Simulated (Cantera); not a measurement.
An isothermal, constant-pressure homogeneous reactor starts with 43.5 % C2H6, 56.5 % N2, at 1525 K and 36.0 Torr.

Cantera simulation using GRI-Mech 3.0 (53 species, 325 reactions); the numbers are that mechanism's predictions, not measurements. GRI-Mech 3.0 stops at C3 and has no aromatics, soot or wall deposition, so with more carbon than oxygen in the feed, carbon stays in small species such as C2H2 where larger ones or solid carbon would form. Radical loss at walls, strong at low pressure, is not modelled.

Question: Predict: x(C2H6) at 40.0 s; x(C2H) at 40.0 s; x(H2) at 40.0 s; x(C2H4) at 40.0 s; x(HCN) at 40.0 s.

Answer: 
| Quantity | Value |
|---|---|
| x(C2H6) at 40.0 s | 2.87e-7 (gas-phase equilibrium 1.37e-7) |
| x(C2H) at 40.0 s | 7.99e-8 (gas-phase equilibrium 6.23e-8) |
| x(H2) at 40.0 s | 0.457 (gas-phase equilibrium 0.460) |
| x(C2H4) at 40.0 s | 0.00111 (gas-phase equilibrium 0.000864) |
| x(HCN) at 40.0 s | 1.11e-7 (gas-phase equilibrium 0.107) |
